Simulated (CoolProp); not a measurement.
Vapour-liquid equilibrium of benzene (1) + n-nonane (2) at 0.808 MPa; x and y are mole fractions of (1).

Values from CoolProp's multi-fluid Helmholtz-energy mixture model, Thol 2012 and Lemmon 2006; pair parameters Bell 2016.

Give the bubble temperature and the first vapour's composition at x = 0.5, 0.65, 0.95. Is there an azeotrope?

x = 0.5: 466.6 K, y = 0.774; x = 0.65: 457.1 K, y = 0.860; x = 0.95: 442.1 K, y = 0.983. No azeotrope shows between x = 0.05 and 0.95.

The pair parameters rest on a limited set of measurements; away from them the model extrapolates.
